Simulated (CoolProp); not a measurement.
Properties of dodecamethylcyclohexasiloxane (D6) at several states (Tc = 645.8 K, pc = 0.9614 MPa, ω = 0.736).

Model: reference Helmholtz-energy equation of state, Colonna 2008, in CoolProp. It is a short technical equation, of lower accuracy than the large ones.

```tsv
T (K)	p (MPa)	phase	density (kg/m³)	cp (kJ/(kg K))	cv (kJ/(kg K))	isothermal compressibility (1/MPa)	fugacity coefficient
516	0.152	liquid	708.6	2.022	1.816	0.01516	0.5862
441.8	0.0221	liquid	805.4	1.863	1.686	0.007028	0.5629
360	0.0352	liquid	900.0	1.692	1.530	0.003802	0.009586
491.6	0.0209	gas	2.326	1.731	1.710	48.95	0.9783
309.6	1.16	liquid	958.7	1.595	1.442	0.002692	9.892e-6
318.3	0.0594	liquid	946.2	1.612	1.455	0.002908	0.0003273
```
